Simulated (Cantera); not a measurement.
**Low-pressure radical oxidation in H2/O2**

An isothermal, constant-pressure homogeneous reactor starts with H2 : O2 = 0.021 : 1 (molar parts), equivalence ratio 0.011, at 1350 K and 3200 Pa.

Cantera simulation using the H2/O2 subset of GRI-Mech 3.0, which has no nitrogen chemistry; the numbers are that mechanism's predictions, not measurements. Radical loss at walls, strong at low pressure, is not modelled.

| t (s) | x H2 | x O2 | x OH | x H2O | x H2O2 | x O | x HO2 |
|---|---|---|---|---|---|---|---|
| 0.00100 | 0.0117 | 0.972 | 0.00338 | 0.00669 | 1.14e-7 | 0.00559 | 2.99e-6 |
| 0.00325 | 0.000153 | 0.962 | 0.00227 | 0.0187 | 5.98e-8 | 0.0159 | 2.30e-6 |
| 0.0105 | 0.000123 | 0.965 | 0.00204 | 0.0191 | 5.70e-8 | 0.0126 | 2.08e-6 |
| 0.0342 | 6.72e-5 | 0.972 | 0.00151 | 0.0197 | 4.80e-8 | 0.00670 | 1.55e-6 |
| 0.111 | 1.89e-5 | 0.977 | 0.000807 | 0.0203 | 2.93e-8 | 0.00185 | 7.60e-7 |
| 0.360 | 3.08e-6 | 0.979 | 0.000327 | 0.0206 | 1.11e-8 | 0.000299 | 2.19e-7 |
| 1.17 | 4.51e-7 | 0.979 | 0.000125 | 0.0207 | 2.98e-9 | 4.37e-5 | 5.23e-8 |
| 3.80 | 8.22e-8 | 0.979 | 5.37e-5 | 0.0208 | 7.64e-10 | 7.98e-6 | 2.80e-8 |
| 12.3 | 2.77e-8 | 0.979 | 3.12e-5 | 0.0208 | 3.22e-10 | 2.70e-6 | 3.45e-8 |
| 40.0 | 2.41e-8 | 0.979 | 2.91e-5 | 0.0208 | 2.92e-10 | 2.35e-6 | 3.62e-8 |
x: mole fraction; the columns are a selection and need not sum to one.

Equilibrium at this temperature and pressure: H2 2.41e-8, O2 0.979, OH 2.91e-5, H2O 0.0208, H2O2 2.92e-10, O 2.35e-6, HO2 3.62e-8 (gas phase only).
